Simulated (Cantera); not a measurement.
## C2H4 + CO2 + H2 (carbon deposition, reforming and gasification)

A closed system holds: 1 mol C2H4, 4.5 mol CO2, 8 mol H2, equilibrated at 9.20 bar.

Cantera equilibrium calculation (NASA polynomials, part measured and part estimated; ideal gas, pure solids and liquids). Candidate condensed phases: C, C6H6, C7H8, C8H18, H2O; 131 gas species. Ions and electrons are included (thermal ionisation). The numbers say what is thermodynamically allowed, not how fast it happens.

| T (°C) | log p H | log p H2 | log p CO | log p H2O | log p O | log p OH | log p CO2 |
|---|---|---|---|---|---|---|---|
| 1727 | -2.47 | 0.64 | 0.53 | 0.08 | -7.28 | -4.03 | -0.69 |
| 1977 | -1.81 | 0.64 | 0.54 | 0.08 | -5.80 | -3.19 | -0.75 |
| 2227 | -1.28 | 0.63 | 0.54 | 0.09 | -4.61 | -2.51 | -0.80 |
| 2477 | -0.85 | 0.63 | 0.54 | 0.09 | -3.64 | -1.96 | -0.84 |
| 2727 | -0.50 | 0.61 | 0.53 | 0.08 | -2.83 | -1.51 | -0.87 |
| 2977 | -0.20 | 0.59 | 0.53 | 0.05 | -2.15 | -1.14 | -0.90 |
| 3227 | 0.05 | 0.55 | 0.51 | 0.00 | -1.58 | -0.84 | -0.95 |
| 3477 | 0.25 | 0.49 | 0.49 | -0.09 | -1.11 | -0.62 | -1.03 |
| 3727 | 0.41 | 0.41 | 0.46 | -0.26 | -0.75 | -0.50 | -1.16 |
| 3977 | 0.53 | 0.31 | 0.43 | -0.50 | -0.50 | -0.47 | -1.34 |
| 4227 | 0.63 | 0.17 | 0.40 | -0.82 | -0.33 | -0.52 | -1.56 |
| 4477 | 0.69 | 0.02 | 0.37 | -1.19 | -0.24 | -0.64 | -1.81 |
| 4727 | 0.73 | -0.16 | 0.35 | -1.59 | -0.18 | -0.80 | -2.06 |
log p: log10 of the partial pressure in bar; nothing condenses.

From 1727 °C to 4727 °C nothing is condensed. The main C-bearing gas is CO throughout.
